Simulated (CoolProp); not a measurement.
Model: reference Helmholtz-energy equation of state, Span 2003, in CoolProp. It is a short technical equation, of lower accuracy than the large ones.

Q: Give the vapour pressure (MPa), liquid cp (kJ/(kg K)), surface tension (mN/m), liquid viscosity (µPa s) of saturated n-heptane at 344.3, 380.4 K.

A: 
| T (K) | p (MPa) | liquid cp (kJ/(kg K)) | surface tension (mN/m) | liquid viscosity (µPa s) |
|---|---|---|---|---|
| 344.3 | 0.0422 | 2.43 | 15.2 | 249 |
| 380.4 | 0.131 | 2.60 | 11.9 | 184 |

Viscosity comes from a separate model (Michailidou 2014). Surface tension comes from a separate correlation (Mulero 2012).
